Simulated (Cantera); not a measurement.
Input: 1 mol SiH4, 0.4 mol N2, held at 1798.15 K and 1.00 bar.

Equilibrium computed with Cantera from the NASA thermochemical tables; the gas is ideal and each condensed phase is pure. Candidate condensed phases: Si, Si3N4; 18 gas species. Mutual solubility and eutectic melting of coexisting phases are not modelled. Gases not in the tables: Si2H6 and higher silanes. The numbers say what is thermodynamically allowed, not how fast it happens.

Base state: H2 0.991, N2 0.00854, H 0.000351, SiH2 2.93e-5 (mole fractions); condensed: Si(l) + Si3N4(s).

Problem. What changes in the equilibrium state with this change: temperature from 1798.15 K to 2123.15 K?

Solution. 
```csv
species,before,after
H2,0.991,0.830
N2,0.00854,0.166
H,0.000351,0.00327
SiH2,2.93e-5,0.000170
SiN,1.27e-7,1.37e-5
Si2N,2.05e-7,1.61e-5
Si,3.09e-6,0.000170
"Si(l), mol",0.426,0.999
"Si3N4(s), mol",0.191,0
```
The tables' values for SiN are old estimates; treat these amounts as uncertain.
